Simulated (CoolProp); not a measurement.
Properties of toluene along the isobar 3210 kPa (Tc = 591.7 K, pc = 4126 kPa, ω = 0.266).

Values from CoolProp's reference Helmholtz-energy equation of state, Lemmon 2006. It is a short technical equation, of lower accuracy than the large ones.

```
T (K)   phase  Joule-Thomson coefficient (K/MPa)  isothermal compressibility (1/MPa)  expansivity (1/kK)  conductivity (mW/(m K))  Prandtl number  fugacity coefficient
-----  ------  ---------------------------------  ----------------------------------  ------------------  -----------------------  --------------  --------------------
336    liquid                            -0.4093                            0.001173               1.133                      121            5.72              0.007240
354.8  liquid                            -0.3788                            0.001355               1.181                        ?            5.23               0.01418
373.5  liquid                                  ?                                   ?               1.238                      111            4.86               0.02546
392.3  liquid                            -0.3101                                   ?               1.308                      107            4.57               0.04273
411    liquid                            -0.2700                            0.002198               1.393                      102               ?               0.06736
429.8  liquid                            -0.2234                            0.002651               1.498                     98.1            4.15                0.1011
448.5  liquid                            -0.1679                            0.003252               1.629                     94.2            3.98                0.1447
467.3  liquid                           -0.09840                            0.004089               1.801                        ?            3.81                0.1995
486    liquid                          -0.007751                            0.005303               2.032                     87.3            3.65                0.2653
504.8  liquid                             0.1197                            0.007205               2.362                     84.3            3.49                0.3426
523.5  liquid                             0.3137                             0.01047                   ?                     81.7            3.31                0.4297
542.2  liquid                             0.6554                             0.01717               3.787                     79.2            3.13                0.5255
561    liquid                              1.472                             0.03742               6.115                     77.0            2.96                0.6279
579.7     gas                              17.57                              0.7539               12.35                     47.2            1.05                0.7034
```

Task: What belongs in the gaps?

Result: 
- 354.8, conductivity (mW/(m K)): 116
- 373.5, Joule-Thomson coefficient (K/MPa): -0.3461
- 373.5, isothermal compressibility (1/MPa): 0.001575
- 392.3, isothermal compressibility (1/MPa): 0.001851
- 411, Prandtl number: 4.34
- 467.3, conductivity (mW/(m K)): 90.6
- 523.5, expansivity (1/kK): 2.872

Viscosity comes from a separate model (Avgeri 2015). Thermal conductivity comes from a separate model (Assael 2012).
